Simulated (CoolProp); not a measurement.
Model: reference Helmholtz-energy equation of state, Lemmon 2006, in CoolProp. It is a short technical equation, of lower accuracy than the large ones.

Task: For toluene, give the phase and the density (kg/m³), cv (kJ/(kg K)), Joule-Thomson coefficient (K/MPa), conductivity (mW/(m K)) at -46.45 °C and 4890 kPa; -7.65 °C and 4890 kPa.

Result: 
- -46.45 °C and 4890 kPa: liquid; density 931, cv 1.08, Joule-Thomson coefficient -0.551, conductivity 150
- -7.65 °C and 4890 kPa: liquid; density 896, cv 1.17, Joule-Thomson coefficient -0.510, conductivity 141

Thermal conductivity comes from a separate model (Assael 2012).
